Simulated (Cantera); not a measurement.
Feed: 1 mol SiCl4, 1 mol Cl2, 2.2 mol H2, held at 1048.15 K and 100 Torr.

Method: chemical equilibrium by Gibbs-energy minimisation in Cantera with the NASA 1993 tables (ideal gas, pure condensed phases). Candidate condensed phases: Si; 19 gas species. The tables' values for SiCl3 are old estimates; treat these amounts as uncertain. Kinetics and transport are ignored.

Base state: HCl 0.478, H2 0.284, SiCl4 0.236, SiHCl3 0.00144, SiCl3 0.000232 (mole fractions); condensed: gas only.

Task: What changes in the equilibrium state with this change: SiCl4 replaced by Si?

Result: 
| species | before | after |
|---|---|---|
| H2 | 0.284 | 0.780 |
| SiCl4 | 0.236 | 0.144 |
| SiHCl3 | 0.00144 | 0.0402 |
| HCl | 0.478 | 0.0286 |
| SiH3Cl | <1e-9 | 1.06e-5 |
| SiH2Cl2 | 9.97e-7 | 0.00128 |
| SiCl2 | 4.17e-6 | 0.00195 |
| Si(s), mol | 0 | 0.485 |
